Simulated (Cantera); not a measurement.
Cantera run, input and output.

```python
import numpy as np
import cantera as ct

gas = ct.Solution("h2o2.yaml")
gas.TPX = 425, 910000, {'H2': 1, 'O2': 0.294, 'N2': 1.11}
flame = ct.FreeFlame(gas, width=0.0085)
flame.set_refine_criteria(ratio=3, slope=0.08, curve=0.16)
flame.transport_model = "mixture-averaged"
flame.solve(loglevel=0, auto=True)
z, T = flame.grid, flame.T
thick = (T[-1] - T[0]) / np.gradient(T, z).max()
show = ['H2', 'O2', 'HO2', 'H2O2', 'H2O', 'OH']
print(f"laminar burning velocity  {flame.velocity[0] * 100:.3f} cm/s")
print(f"burnt temperature         {T[-1]:.1f} K")
print(f"thermal thickness         {thick * 1e3:.4f} mm")
print(f"grid points               {len(z)}")
z0 = z[flame.heat_release_rate.argmax()]
print(f"{'z/mm':>9s}{'T/K':>9s}{'u/(m/s)':>9s}" + "".join(f"{s:>11s}" for s in show))
rows = []
for k in (-3, -2, -1.5, -1, -0.5, -0.25, 0, 0.25, 0.5, 1, 2, 4, 8):
    zz = z0 + k * thick
    rows.append([k * thick, np.interp(zz, z, T), np.interp(zz, z, flame.velocity),
                 *(np.interp(zz, z, flame.X[gas.species_index(s)]) for s in show)])
    print(f"{rows[-1][0] * 1e3:9.3f}{rows[-1][1]:9.1f}{rows[-1][2]:9.3f}" + "".join(f"{x:11.3e}" for x in rows[-1][3:]))
```

Output:

```
laminar burning velocity  465.936 cm/s
burnt temperature         2290.9 K
thermal thickness         0.0237 mm
grid points               118
     z/mm      T/K  u/(m/s)         H2         O2        HO2       H2O2        H2O         OH
   -0.071    425.0    4.659  4.160e-01  1.223e-01  9.767e-10  8.007e-11  1.700e-08  5.827e-13
   -0.047    425.1    4.659  4.159e-01  1.223e-01  1.296e-08  1.095e-09  2.025e-07  6.483e-12
   -0.035    425.5    4.661  4.155e-01  1.224e-01  2.437e-07  2.112e-08  3.084e-06  1.133e-10
   -0.024    429.6    4.690  4.132e-01  1.229e-01  5.308e-06  4.649e-07  5.431e-05  9.234e-09
   -0.012    527.8    5.592  3.911e-01  1.253e-01  6.258e-04  4.637e-05  4.367e-03  3.861e-05
   -0.006    878.8    8.962  3.469e-01  1.152e-01  1.324e-03  1.478e-04  3.777e-02  9.756e-04
    0.000   1321.0   13.147  2.856e-01  8.504e-02  6.119e-04  6.136e-05  1.067e-01  1.927e-03
    0.006   1634.1   16.116  2.294e-01  4.725e-02  2.903e-04  7.229e-06  1.796e-01  3.483e-03
    0.012   1811.1   17.793  1.958e-01  2.186e-02  1.264e-04  3.269e-06  2.270e-01  4.639e-03
    0.024   1969.5   19.250  1.757e-01  4.355e-03  2.362e-05  1.441e-06  2.608e-01  5.287e-03
    0.047   2083.6   20.239  1.763e-01  5.663e-04  3.419e-06  6.038e-07  2.706e-01  4.661e-03
    0.095   2168.4   20.945  1.809e-01  1.655e-04  1.158e-06  2.964e-07  2.745e-01  3.372e-03
    0.189   2226.4   21.415  1.844e-01  5.839e-05  3.958e-07  1.350e-07  2.772e-01  2.125e-03
```

Model: the H2/O2 subset of GRI-Mech 3.0, which has no nitrogen chemistry, integrated in Cantera. The hydrogen kinetics of GRI-Mech 3.0 are dated; newer H2 mechanisms differ, most at raised pressure. Burning velocities carry a grid error of a few per cent, more on coarse grids.
